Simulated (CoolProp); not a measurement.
Properties of R1234ze(E) along the isobar 4.97 MPa.

Model: reference Helmholtz-energy equation of state, Thol 2016, in CoolProp.

| T (°C) | phase | density (kg/m³) | cv (kJ/(kg K)) | isothermal compressibility (1/MPa) | viscosity (µPa s) | Prandtl number | fugacity coefficient |
|---|---|---|---|---|---|---|---|
| -16.75 | liquid | 1301 | 0.8741 | 0.001989 | 342 | 4.73 | 0.02625 |
| -5.05 | liquid | 1270 | 0.8847 | 0.002334 | 294 | 4.33 | 0.04117 |
| 6.55 | liquid | 1238 | 0.8961 | 0.002765 | 255 | 4.01 | 0.06127 |
| 18.25 | liquid | 1205 | 0.9083 | 0.003322 | 222 | 3.73 | 0.08766 |
| 29.95 | liquid | 1170 | 0.9209 | 0.004058 | 194 | 3.49 | 0.1208 |
| 41.65 | liquid | 1132 | 0.9336 | 0.005062 | 169 | 3.28 | 0.1610 |
| 53.35 | liquid | 1092 | 0.9466 | 0.006499 | 148 | 3.11 | 0.2082 |
| 65.05 | liquid | 1048 | 0.9606 | 0.008674 | 129 | 2.95 | 0.2623 |
| 76.75 | liquid | 999.3 | 0.9768 | 0.01223 | 112 | 2.82 | 0.3225 |
| 88.45 | liquid | 942.2 | 0.9964 | 0.01874 | 96.2 | 2.72 | 0.3877 |
| 100.05 | liquid | 872.7 | 1.022 | 0.03296 | 81.5 | 2.69 | 0.4558 |
| 111.75 | supercritical | 775.1 | 1.059 | 0.07892 | 66.6 | 2.85 | 0.5256 |
| 123.45 | supercritical | 589.4 | 1.129 | 0.4169 | 46.0 | 3.61 | 0.5914 |
| 135.15 | supercritical | 363.9 | 1.128 | 0.5513 | 27.8 | 1.88 | 0.6425 |
| 146.85 | supercritical | 287.9 | 1.105 | 0.4005 | 23.8 | 1.27 | 0.6809 |

Viscosity comes from a separate model (Bell 2016), an estimate that may be off by 10 % or more. Thermal conductivity comes from a separate model (Perkins 2011).
